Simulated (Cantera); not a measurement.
Input (Python, Cantera):

```python
import numpy as np
import cantera as ct

surf = ct.Interface("diamond.yaml", "diamond_100")
gas, bulk = surf.adjacent["gas"], surf.adjacent["diamond"]
k = surf.kinetics_species_index(bulk.species_names[0])
cover = ["c6HH", "c6H*", "c6*H", "c6**", "c6HM", "c6B"]

rows, drift = [], 0.0
print(f"{'T':>10s}{'um/h':>11s}" + "".join(f"{s:>11s}" for s in cover))
for v in [900, 975, 1050, 1125, 1200, 1275, 1350]:
    T, P, xH, xCH3 = v, 10000, 0.023, 5.2e-05
    gas.TPX = T, P, {"H": xH, "CH3": xCH3, "CH4": 0.0033, "H2": 1 - xH - xCH3 - 0.0033}
    surf.TP = bulk.TP = T, P
    surf.coverages = "c6H*:0.1, c6HH:0.9"
    surf.advance_coverages(100.0)
    before = surf.coverages
    surf.advance_coverages(100.0)
    drift = max(drift, np.max(np.abs(surf.coverages - before) / (surf.coverages + 1e-9)))
    rate = surf.net_production_rates[k] * bulk.mean_molecular_weight / bulk.density * 3.6e9
    rows.append([rate, *surf[cover].coverages])
    print(f"{v:10.4g}{rate:11.4e}" + "".join(f"{x:11.3e}" for x in rows[-1][1:]))
```

Output:

```
         T       um/h       c6HH       c6H*       c6*H       c6**       c6HM        c6B
       900 1.6352e+00  6.903e-01  1.087e-02  2.920e-01  4.434e-03  1.912e-03  4.437e-09
       975 2.4554e+00  6.186e-01  1.661e-02  3.548e-01  8.214e-03  1.372e-03  6.663e-09
      1050 3.3888e+00  5.516e-01  2.341e-02  4.098e-01  1.378e-02  9.992e-04  9.196e-09
      1125 4.2475e+00  4.911e-01  3.096e-02  4.555e-01  2.134e-02  7.152e-04  1.153e-08
      1200 4.5105e+00  4.377e-01  3.894e-02  4.916e-01  3.097e-02  4.573e-04  1.224e-08
      1275 3.6963e+00  3.911e-01  4.706e-02  5.188e-01  4.259e-02  2.244e-04  1.003e-08
      1350 2.5976e+00  3.508e-01  5.506e-02  5.379e-01  5.599e-02  8.187e-05  7.049e-09
```

Model: the Harris–Goodwin 1993 mechanism for the reconstructed diamond (100) surface, integrated in Cantera.
